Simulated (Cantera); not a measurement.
Cantera with NASA thermochemical tables; ideal gases at 1 bar, condensed phases pure. Values are per mole of reaction as written; species without (g) are pure solids or liquids, kept so even where they would boil at 1 bar.

Task: Between 300 and 1023 K, where is each reaction favourable under standard conditions?
- 3 S + 2 CH3(g) → 3 H2S(g) + 2 C

Result: 
- 3 S + 2 CH3(g) → 3 H2S(g) + 2 C: ΔG° is -399 kJ at 300 K and -468 kJ at 1023 K; it stays negative (K > 1). ΔH° is -394 kJ and ΔS° 72 J/K at 1023 K.
